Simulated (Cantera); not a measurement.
Input: 1 mol SiHCl3, 1.4 mol N2, 0.54 mol H2, held at 798.15 K and 0.353 Torr.

Cantera equilibrium calculation (NASA polynomials, part measured and part estimated; ideal gas, pure solids and liquids). Candidate condensed phases: NH4Cl, Si, Si3N4; 28 gas species. N2 is the only nitrogen source here; it is nearly inert below about 1500 K, so the nitride shown seldom forms there in practice. Kinetics and transport are ignored.

Base state: HCl 0.381, N2 0.331, SiCl4 0.145, H2 0.142, SiHCl3 4.78e-5 (mole fractions); condensed: Si3N4(s).

Question: What changes in the equilibrium state with this change: SiHCl3 replaced by Si2Cl6?

Answer: 
| species | before | after |
|---|---|---|
| SiCl4 | 0.145 | 0.408 |
| N2 | 0.331 | 0.293 |
| HCl | 0.381 | 0.259 |
| H2 | 0.142 | 0.0407 |
| SiHCl3 | 4.78e-5 | 5.67e-5 |
| Si3N4(s), mol | 0.183 | 0.235 |
The feed counts by its element totals alone.

Question: What changes in the equilibrium state with this change: SiHCl3 replaced by SiF4?

Answer: 
```
species         before    after
-------------  -------  -------
N2               0.331    0.476
SiF4                 0    0.340
H2               0.142    0.184
HCl              0.381        0
SiCl4            0.145        0
HF                   0  9.41e-5
SiHCl3         4.78e-5        0
Si3N4(s), mol    0.183        0
```

Question: What changes in the equilibrium state with this change: temperature from 798.15 K to 1625 K?

Answer: 
```csv
species,before,after
N2,0.331,0.356
SiCl2,1.18e-8,0.249
HCl,0.381,0.248
SiCl4,0.145,0.000169
H2,0.142,0.140
Cl,<1e-9,0.00170
H,<1e-9,0.00122
"Si3N4(s), mol",0.183,0
```
The tables' values for SiCl3, SiCl are old estimates; treat these amounts as uncertain.
